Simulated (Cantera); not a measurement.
What does this Cantera script print?

```python
import numpy as np
import cantera as ct

gas = ct.Solution("gri30.yaml")
gas.TPX = 450, 180000, {'C3H8': 1, 'O2': 5, 'N2': 18.8, 'H2O': 1.2}
inlet = ct.Reservoir(gas, clone=True)
gas.equilibrate("HP")  # start burning
reactor = ct.IdealGasConstPressureReactor(gas, energy="on", clone=False)
exhaust = ct.Reservoir(gas, clone=True)
tau = [0.47, 0.12, 0.031, 0.0078, 0.002, 0.00051, 0.00013, 3.3e-05, 8.5e-06][0]
for a, b in ((inlet, reactor), (reactor, exhaust)):
    ct.MassFlowController(a, b, mdot=lambda t: reactor.mass / tau)
net = ct.ReactorNet([reactor])
show = ['C3H8', 'O2', 'H2O', 'H2', 'CH2', 'N2O']

rows = []
print(f"{'tau/s':>10s}{'T/K':>9s}" + "".join(f"{s:>11s}" for s in show))
for tau in [0.47, 0.12, 0.031, 0.0078, 0.002, 0.00051, 0.00013, 3.3e-05, 8.5e-06]:
    net.initial_time = 0.0
    net.advance(30 * tau)
    before = gas.X
    net.advance(40 * tau)
    drift = np.max(np.abs(gas.X - before) / (gas.X + 1e-9))
    rows.append([gas.T, *gas[show].X, drift])
    print(f"{tau:10.3e}{gas.T:9.1f}" + "".join(f"{x:11.3e}" for x in gas[show].X))
```

Output:

```
     tau/s      T/K       C3H8         O2        H2O         H2        CH2        N2O
 4.700e-01   2286.0  2.251e-08  5.586e-03  1.853e-01  3.743e-03  1.750e-08  1.672e-07
 1.200e-01   2281.1  8.584e-08  6.126e-03  1.849e-01  3.927e-03  6.496e-08  1.786e-07
 3.100e-02   2264.3  3.116e-07  7.339e-03  1.837e-01  4.508e-03  2.171e-07  1.925e-07
 7.800e-03   2224.5  1.078e-06  9.651e-03  1.810e-01  5.851e-03  6.366e-07  2.032e-07
 2.000e-03   2158.5  3.367e-06  1.309e-02  1.766e-01  8.023e-03  1.597e-06  2.018e-07
 5.100e-04   2068.4  1.035e-05  1.758e-02  1.708e-01  1.076e-02  3.770e-06  1.899e-07
 1.300e-04   1956.6  3.630e-05  2.398e-02  1.650e-01  1.338e-02  9.462e-06  1.723e-07
 3.300e-05    450.0  3.846e-02  1.923e-01  4.615e-02 -1.741e-16  2.460e-33 -6.486e-22
 8.500e-06    450.0  3.846e-02  1.923e-01  4.615e-02 -5.997e-20 -4.231e-35 -2.235e-25
```

Model: GRI-Mech 3.0 (53 species, 325 reactions), integrated in Cantera. GRI-Mech 3.0 was tuned for natural gas; its chemistry of propane as a main component is partial and can be far from experiment.
